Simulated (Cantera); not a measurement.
Cantera run, input and output.

```python
import numpy as np
import cantera as ct

gas = ct.Solution("gri30.yaml")


def delay(T, t_max=10):
    gas.TPX = T, 69000, {'CH4': 1, 'C2H6': 0.063, 'O2': 1.48, 'N2': 4, 'H2O': 0.14}
    reactor = ct.IdealGasConstPressureReactor(gas, clone=False)
    net = ct.ReactorNet([reactor])
    net.rtol, net.atol = 1e-8, 1e-16
    while net.time < t_max:
        t_old, T_old = net.time, reactor.T
        net.step()
        if reactor.T > T + 400:  # ignition: a rise of 400 K
            return t_old + (T + 400 - T_old) / (reactor.T - T_old) * (net.time - t_old)
    return np.nan


taus = []
for T in [1300, 1375, 1450, 1525, 1600, 1675]:
    taus.append(delay(T))
    print(f"T0 = {T:6g} K   tau = {taus[-1]:.4e} s")
```

Output:

```
T0 =   1300 K   tau = 4.0082e-03 s
T0 =   1375 K   tau = 1.7024e-03 s
T0 =   1450 K   tau = 7.5673e-04 s
T0 =   1525 K   tau = 3.6040e-04 s
T0 =   1600 K   tau = 1.8728e-04 s
T0 =   1675 K   tau = 1.0675e-04 s
```

Cantera simulation using GRI-Mech 3.0 (53 species, 325 reactions); the numbers are that mechanism's predictions, not measurements.
